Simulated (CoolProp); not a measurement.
The numbers come from the reference Helmholtz-energy equation of state, Gedanitz 2015 in CoolProp.

Problem. For cyclopentane, give the phase and the cv (kJ/(kg K)), speed of sound (m/s), conductivity (mW/(m K)), fugacity coefficient at -56.65 °C and 52.5 bar.

Solution. 
- -56.65 °C and 52.5 bar: liquid; cv 1.02, speed of sound 1670, conductivity 161, fugacity coefficient 9.57e-5

Thermal conductivity comes from a separate model (Vassiliou 2015).
